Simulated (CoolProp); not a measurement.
Oxygen at 293.15 K and 17.3 MPa flows at 1.7 m/s in a round tube of 25 mm bore and 15 µm roughness, fully developed (64/Re and Nu = 3.66 if laminar; Colebrook and Gnielinski if turbulent). Each further row changes one setting.

Model: reference Helmholtz-energy equation of state, Schmidt 1985, in CoolProp.

```
case              Reynolds number  Darcy friction factor  pressure drop (Pa/m)  heat-transfer coefficient (W/(m² K))  mass flow (kg/h)
----------------  ---------------  ---------------------  --------------------  ------------------------------------  ----------------
as stated                  401000                 0.0184                   259                                  1220               729
velocity 3.4 m/s           801000                 0.0180                  1010                                  2380              1460
diameter 50 mm             801000                 0.0158                   111                                  1050              2920
```

Viscosity comes from a separate model (Lemmon 2004). Thermal conductivity comes from a separate model (Lemmon 2004).
